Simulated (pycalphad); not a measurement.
Source of the numbers: pycalphad with the COST 507 light-alloy database (1999); pressure 1 atm. The database dates from 1999; later assessments differ in places, in temperatures and in the compounds included. Diffusion is slow at the low end, where real alloys seldom reach equilibrium.

Question: How does the equilibrium phase assembly of Ti-11.24Hf-3.59B (at.%) change on cooling from 2850 K to 550 K?

Answer: 
```
T (K)        phases above       phases below
------  -----------------  -----------------
1863.2             liquid       bcc + liquid
1818.0       bcc + liquid  bcc + BM + liquid
1817.9  bcc + BM + liquid           bcc + BM
1086.1           bcc + BM     bcc + BM + hcp
1080.2     bcc + BM + hcp           BM + hcp
```
Changes were sought between steps of 100 K, so a narrower field can be missed.

Database names, with the compositions (at.%) that they take in these runs: BM: Ti 49 B 50 Hf 0.
